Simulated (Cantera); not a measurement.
A closed system holds: 1 mol TEOS, 0.12 mol O₂, 4 mol N₂, held at 525 °C and 26.0 Pa.

Cantera equilibrium calculation (NASA polynomials, part measured and part estimated; ideal gas, pure solids and liquids). Candidate condensed phases: C, C₆H₆, C₇H₈, C₈H₁₈, H₂O, Si, SiC, SiO₂, Si₂N₂O, Si₃N₄; 151 gas species. The feed counts by its element totals alone. Equilibrium is a limit: real reactors are often held back by kinetics, nucleation or transport.

Base state: H₂ 0.616, N₂ 0.247, CO 0.137, H₂O 0.000538, CO₂ 0.000511, CH₄ 0.000137 (mole fractions); condensed: C(graphite) + SiO₂(α-quartz).

Task: What changes in the equilibrium state with this change: TEOS replaced by SiH₂Cl₂?

Result: 
| species | before | after |
|---|---|---|
| N₂ | 0.247 | 0.663 |
| HCl | 0 | 0.228 |
| H₂ | 0.616 | 0.0730 |
| CO | 0.137 | 0 |
| SiCl₄ | 0 | 0.0365 |
| H₂O | 0.000538 | <1e-9 |
| CO₂ | 0.000511 | 0 |
| C(graphite), mol | 5.77 | 0 |
| SiO₂(α-quartz), mol | 1.00 | 0 |
| Si₂N₂O(s), mol | 0 | 0.240 |
| Si₃N₄(s), mol | 0 | 0.108 |
N₂ is the only nitrogen source here; it is nearly inert below about 1500 K, so the nitride shown seldom forms there in practice. Further candidate phases: NH₄Cl.
